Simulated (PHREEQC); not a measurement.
Solution (25 °C): 0.012 mol (NH4)2SiF6, 0.00018 mol H3BO3 and 0.00016 mol H2SO4 per kg of water. It is in equilibrium with CO2 at log p = -1 (atm). Otherwise closed; pH follows from the charge balance.

Model: ion-association model, wateq4f.dat, run in PHREEQC.

Precipitation was switched off in this run.

Q: Order these B species by the share of B that they hold, largest first: H3BO3, BF3OH-, BF2(OH)2-, BF4-.

A: H3BO3 (52 %), BF4- (35 %), BF3OH- (7.1 %), BF2(OH)2- (5.2 %)

The pH is 3.10 and the ionic strength 0.0364 mol/kgw. The solution is supersaturated, for example in Quartz (slow to form), Chalcedony (slow to form), so a real one may precipitate; this is no full list. SiF6-2 is the database's only silicon fluoride. Real BF4- forms and hydrolyses slowly; the run takes it at equilibrium.
